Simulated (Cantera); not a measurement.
Input: 1 mol Al, 16 mol NH3, 2.8 mol H2, held at 1300 K and 0.000850 bar.

Equilibrium computed with Cantera from the NASA thermochemical tables; the gas is ideal and each condensed phase is pure. Candidate condensed phases: Al, AlN; 13 gas species. Rates play no part.

Base state: H2 0.781, N2 0.219, H 3.35e-5 (mole fractions); condensed: AlN(s).

Question: What changes in the equilibrium state with this change: temperature from 1300 K to 1698.15 K?

Answer: 
```
species       before    after
-----------  -------  -------
H2             0.781    0.775
N2             0.219    0.219
H            3.35e-5  0.00437
Al           2.03e-9  0.00205
AlH            <1e-9  3.20e-5
AlN(s), mol     1.00    0.928
```

Question: What changes in the equilibrium state with this change: temperature from 1300 K to 1650 K?

Answer: 
| species | before | after |
|---|---|---|
| H2 | 0.781 | 0.778 |
| N2 | 0.219 | 0.218 |
| H | 3.35e-5 | 0.00275 |
| Al | 2.03e-9 | 0.000551 |
| AlH | <1e-9 | 1.00e-5 |
| AlN(s), mol | 1.00 | 0.981 |
